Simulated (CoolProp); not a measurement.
Vapour-liquid equilibrium of nitrogen (1) + oxygen (2) at 0.0925 MPa; x and y are mole fractions of (1).

Computed with CoolProp (multi-fluid Helmholtz-energy mixture model, Span 2000 and Schmidt 1985; pair parameters Gernert 2013).

```
x     bubble temperature (K)  y at the bubble point  dew temperature at overall composition x (K)  liquid density (mol/L)
----  ----------------------  ---------------------  --------------------------------------------  ----------------------
0.05                    87.9                  0.184                                          88.9                   35.52
0.15                     ___                  0.431                                          88.2                   34.90
0.25                    83.8                    ___                                          87.3                   34.23
0.35                    82.4                  0.694                                           ___                   33.52
0.45                    81.2                  0.773                                          85.4                     ___
0.55                    80.1                  0.835                                          84.2                   32.08
0.65                    79.2                  0.884                                          83.0                     ___
0.75                     ___                  0.924                                          81.5                   30.65
0.85                    77.6                    ___                                          79.9                   29.94
0.95                    76.9                  0.987                                          77.8                   29.24
```

Question: Fill in the missing entries.

Answer: 
- 0.15, bubble temperature (K): 85.6
- 0.25, y at the bubble point: 0.587
- 0.35, dew temperature at overall composition x (K): 86.4
- 0.45, liquid density (mol/L): 32.80
- 0.65, liquid density (mol/L): 31.36
- 0.75, bubble temperature (K): 78.4
- 0.85, y at the bubble point: 0.958

No azeotrope shows between x = 0.05 and 0.95.

The pair parameters rest on a limited set of measurements; away from them the model extrapolates.
